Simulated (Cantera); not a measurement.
A Cantera script and what it prints.

```python
import numpy as np
import cantera as ct

gas_names = """
    H HNO HNO2 HNO3 HO2 H2 H2O H2O2 N NH NH2 NH3 NH2OH NO NO2 NO3 N2 N2H2 N2H4 N2O O OH O2 O3 Zr ZrN ZrO
    ZrO2
""".split()
cond_names = """
    H2O(s) H2O(L) Zr(a) Zr(b) Zr(L) ZrN(s) ZrN(L) ZrO2(a) ZrO2(b) ZrO2(L)
""".split()


def load(file, names, dense=False):
    # The tables refer to 1 bar. Condensed volumes are neglected.
    table = {s.name: s for s in ct.Species.list_from_file(file)}
    out = []
    for n in names:
        d = dict(table[n].input_data)
        d["thermo"] = dict(d["thermo"], **{"reference-pressure": 1e5})
        if dense:
            d["equation-of-state"] = {"model": "constant-volume", "density": "1e6 g/cm^3"}
        out.append(ct.Species.from_dict(d))
    return out


gas = ct.Solution(thermo="ideal-gas", species=load("nasa_gas.yaml", gas_names))
cond = {s.name: ct.Solution(thermo="fixed-stoichiometry", species=[s], name=s.name)
        for s in load("nasa_condensed.yaml", cond_names, dense=True)}
atoms = {
    'Zr': {'Zr': 1},
    'N2': {'N': 2},
    'H2O': {'H': 2, 'O': 1},
}
top_T = {}  # K; cautious upper limits of use, not melting points


def equilibrate(T, P, feed):
    n = {}
    for name, mol in feed.items():
        for a, k in atoms[name].items():
            n[a] = n.get(a, 0.0) + k * mol
    gas.TPX = T, P, n
    mass = sum(n.values()) * gas.mean_molecular_weight
    gas.equilibrate("TP")
    valid = [c for c in cond.values() if c.min_temp <= T <= top_T.get(c.name, c.max_temp)]
    mix = ct.Mixture([(gas, mass / gas.mean_molecular_weight)] + [(c, 0.0) for c in valid])
    mix.T, mix.P = T, P
    mix.equilibrate("TP", solver="vcs", rtol=1e-11, max_steps=5000)
    return mix


results = []
feed = {'Zr': 1, 'N2': 33, 'H2O': 17}  # mol
P = 3200  # Pa
for T in [1348, 1373, 1398, 1423, 1448, 1473, 1498, 1523]:
    mix = equilibrate(T, P, feed)
    results.append((T, P, feed, dict(zip(mix.species_names, mix.species_moles))))

top = {s: max(r[3][s] / sum(r[3][g] for g in gas_names) for r in results) for s in gas_names}
cols = sorted((s for s in top if top[s] > 1e-06), key=lambda s: -top[s])[:7]
seen = [c for c in cond_names if any(r[3].get(c, 0) > 1e-12 for r in results)]
print("log10 of partial pressures in bar; condensed amounts in mol")
print(f"{'T/K':>10s}" + "".join(f"{s[:9]:>10s}" for s in cols + seen))
for T, P, feed, n in results:
    ng = sum(n[g] for g in gas_names)
    print(f"{T:10.4g}" + "".join(f"{np.log10(max(n[s] / ng * P / 1e5, 1e-99)):10.3f}" for s in cols)
          + "".join(f"{n.get(c, 0):10.4g}" for c in seen))
```

It prints:

```
log10 of partial pressures in bar; condensed amounts in mol
       T/K        N2       H2O        H2         H        OH   ZrO2(a)   ZrO2(b)
      1348    -1.675    -2.018    -2.893    -7.082    -8.000         1         0
      1373    -1.675    -2.018    -2.893    -6.924    -7.797         1         0
      1398    -1.675    -2.018    -2.893    -6.771    -7.601         1         0
      1423    -1.675    -2.018    -2.893    -6.624    -7.413         1         0
      1448    -1.675    -2.018    -2.893    -6.482    -7.230         1         0
      1473    -1.675    -2.018    -2.893    -6.344    -7.054         1         0
      1498    -1.675    -2.018    -2.893    -6.211    -6.883         0         1
      1523    -1.675    -2.018    -2.893    -6.083    -6.719         0         1
```

Cantera equilibrium calculation (NASA polynomials, part measured and part estimated; ideal gas, pure solids and liquids).
